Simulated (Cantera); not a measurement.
A perfectly stirred reactor is fed with CH₃OH : O₂ : N₂ = 0.017 : 0.029 : 1 (molar parts), equivalence ratio 0.88, at 1.20 bar; it is held at 1475 K, and followed from long to short residence time.

Model: GRI-Mech 3.0 (53 species, 325 reactions), integrated in Cantera. GRI-Mech 3.0 was tuned for natural gas; its chemistry of methanol as a main component is partial and can be far from experiment. The temperature is held fixed by assumption; the heat of reaction is taken as removed at once.

What does this change do: pressure from 1.20 bar to 5.00 bar?


| quantity | before | after |
|---|---|---|
| x(CH₃OH) at τ = 6.50 s | 2.59e-7 | 1.71e-7 |
| x(O₂) at τ = 6.50 s | 0.00333 | 0.00332 |
| x(H₂O₂) at τ = 6.50 s | 9.90e-9 | 7.37e-9 |
| x(O) at τ = 6.50 s | 5.27e-6 | 8.23e-7 |
| x(H₂O) at τ = 6.50 s | 0.0322 | 0.0322 |
| x(CH₃OH) at τ = 41.0 ms | 4.42e-6 | 4.75e-6 |
| x(O₂) at τ = 41.0 ms | 0.00394 | 0.00353 |
| x(H₂O₂) at τ = 41.0 ms | 1.06e-7 | 9.87e-8 |
| x(O) at τ = 41.0 ms | 0.000119 | 1.82e-5 |
| x(H₂O) at τ = 41.0 ms | 0.0314 | 0.0320 |

What does this change do: N2 1 to 0.5 parts?


```
quantity                   before     after
-----------------------  --------  --------
x(CH₃OH) at τ = 6.50 s    2.59e-7   3.77e-7
x(O₂) at τ = 6.50 s       0.00333   0.00632
x(H₂O₂) at τ = 6.50 s     9.90e-9   1.78e-8
x(O) at τ = 6.50 s        5.27e-6   5.14e-6
x(H₂O) at τ = 6.50 s       0.0322    0.0612
x(CH₃OH) at τ = 41.0 ms   4.42e-6   7.51e-6
x(O₂) at τ = 41.0 ms      0.00394   0.00704
x(H₂O₂) at τ = 41.0 ms    1.06e-7   1.86e-7
x(O) at τ = 41.0 ms      0.000119  0.000123
x(H₂O) at τ = 41.0 ms      0.0314    0.0603
```
